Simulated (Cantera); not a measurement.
**Hydrocarbon pyrolysis for carbon deposition**

A perfectly stirred reactor is fed with C3H8 : H2 = 1 : 6.4 (molar parts), at 0.158 Torr; it is held at 1425 K, and followed from long to short residence time.

Computed with Cantera and GRI-Mech 3.0 (53 species, 325 reactions). GRI-Mech 3.0 was tuned for natural gas; its chemistry of propane as a main component is partial and can be far from experiment. GRI-Mech 3.0 stops at C3 and has no aromatics, soot or wall deposition, so with more carbon than oxygen in the feed, carbon stays in small species such as C2H2 where larger ones or solid carbon would form. Radical loss at walls, strong at low pressure, is not modelled.

```tsv
τ (s)	x C3H8	x H2	x H	x CH3	x C2H2	x CH2	x CH4
12	0.000317	0.795	0.00101	0.00234	0.105	9.28e-7	0.0899
3.6	0.000966	0.782	0.00115	0.00338	0.0886	1.30e-6	0.107
1.1	0.00281	0.773	0.00135	0.00482	0.0669	1.85e-6	0.115
0.34	0.00775	0.769	0.00160	0.00731	0.0413	2.77e-6	0.114
0.10	0.0218	0.775	0.00177	0.0120	0.0171	4.28e-6	0.0980
0.031	0.0594	0.803	0.00136	0.0159	0.00306	5.00e-6	0.0588
0.0096	0.112	0.846	0.000585	0.00989	0.000107	2.51e-6	0.0134
0.0029	0.131	0.861	0.000205	0.00294	1.33e-6	3.22e-7	0.00124
0.00089	0.134	0.864	6.35e-5	0.000735	1.09e-8	1.12e-8	9.58e-5
0.00027	0.135	0.865	1.34e-5	0.000202	9.37e-11	2.63e-10	8.00e-6
```
x: mole fraction; the columns are a selection and need not sum to one.
